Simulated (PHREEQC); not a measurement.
2 g of hydrous ferric oxide (600 m²/g; 0.2 weak and 0.005 strong sites per Fe, Dzombak-Morel constants, diffuse double layer) in 1 kg of water with 0.01 mol/kgw of an inert sodium salt and 0.01 mol Na2SO4, at 25 °C; the pH is set by adding NaOH or the inert anion's acid. Oxygen alone is held at its pressure in air (log pO2 = -0.68). No CO2 enters from the air. No solid was allowed to form.

The numbers come from PHREEQC with the ion-association model, wateq4f.dat.

```
pH     S sorbed (%)  surface charge σ (C/m²)  surface potential ψ (mV)
-----  ------------  -----------------------  ------------------------
3              21.1                    0.031                        57
3.67           21.1                    0.030                        56
4.33           20.9                    0.029                        56
5              20.0                    0.028                        54
5.67           17.3                    0.025                        49
6.33           12.7                      ___                        40
7               ___                    0.013                       ___
7.67            2.6                    0.006                       ___
8.33            0.4                   -0.006                       -13
9               0.0                   -0.023                       -46
9.67            0.0                   -0.050                       -78
10.33           0.0                   -0.090                      -106
11              0.0                   -0.148                      -130
```

### Question
Complete the blanks.

### Answer

- 6.33, surface charge σ (C/m²): 0.020
- 7, S sorbed (%): 7.1
- 7, surface potential ψ (mV): 28
- 7.67, surface potential ψ (mV): 12

The oxide is taken as insoluble; below pH 4 it would dissolve.
